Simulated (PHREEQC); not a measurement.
0.17 g of hydrous ferric oxide (600 m²/g; 0.2 weak and 0.005 strong sites per Fe, Dzombak-Morel constants, diffuse double layer) in 1 kg of water with 0.05 mol/kgw of an inert sodium salt and 0.00018 mol Ag2SO4, at 25 °C; the pH is set by adding NaOH or the inert anion's acid. O2 is buffered at 0.21 atm. No CO2 enters from the air. Nothing may precipitate in this run.

Base run: PHREEQC, ion-association model, wateq4f.dat. Each further column changes one thing. The table gives Ag sorbed (%).

```json
[
 {"pH": "4", "base": "0.0", "no electrostatic term (-no_edl)": "0.0", "background salt from 0.05 to 0.005 mol/kgw": "0.0", "oxide from 0.17 to 0.85 g/kgw": "0.1"},
 {"pH": "4.67", "base": "0.1", "no electrostatic term (-no_edl)": "0.0", "background salt from 0.05 to 0.005 mol/kgw": "0.1", "oxide from 0.17 to 0.85 g/kgw": "1.0"},
 {"pH": "6", "base": "2.1", "no electrostatic term (-no_edl)": "(withheld)", "background salt from 0.05 to 0.005 mol/kgw": "2.1", "oxide from 0.17 to 0.85 g/kgw": "10.4"},
 {"pH": "6.67", "base": "3.0", "no electrostatic term (-no_edl)": "2.3", "background salt from 0.05 to 0.005 mol/kgw": "3.0", "oxide from 0.17 to 0.85 g/kgw": "14.6"},
 {"pH": "7.33", "base": "5.0", "no electrostatic term (-no_edl)": "(withheld)", "background salt from 0.05 to 0.005 mol/kgw": "5.2", "oxide from 0.17 to 0.85 g/kgw": "22.7"},
 {"pH": "8.67", "base": "31.0", "no electrostatic term (-no_edl)": "(withheld)", "background salt from 0.05 to 0.005 mol/kgw": "33.0", "oxide from 0.17 to 0.85 g/kgw": "75.0"},
 {"pH": "9.33", "base": "55.8", "no electrostatic term (-no_edl)": "(withheld)", "background salt from 0.05 to 0.005 mol/kgw": "(withheld)", "oxide from 0.17 to 0.85 g/kgw": "92.5"},
 {"pH": "10", "base": "74.4", "no electrostatic term (-no_edl)": "44.1", "background salt from 0.05 to 0.005 mol/kgw": "78.2", "oxide from 0.17 to 0.85 g/kgw": "98.1"},
 {"pH": "11.33", "base": "86.0", "no electrostatic term (-no_edl)": "42.2", "background salt from 0.05 to 0.005 mol/kgw": "91.8", "oxide from 0.17 to 0.85 g/kgw": "99.8"},
 {"pH": "12", "base": "81.9", "no electrostatic term (-no_edl)": "(withheld)", "background salt from 0.05 to 0.005 mol/kgw": "88.0", "oxide from 0.17 to 0.85 g/kgw": "99.8"}
]
```

**Question.** Some entries are withheld; supply them.

**Answer.** 
- 6, no electrostatic term (-no_edl): 0.6
- 7.33, no electrostatic term (-no_edl): 4.2
- 8.67, no electrostatic term (-no_edl): 27.9
- 9.33, no electrostatic term (-no_edl): 39.8
- 9.33, background salt from 0.05 to 0.005 mol/kgw: 58.6
- 12, no electrostatic term (-no_edl): 28.3

In at least one series the solution becomes supersaturated in solids that the run did not let form, among them Ag2O.
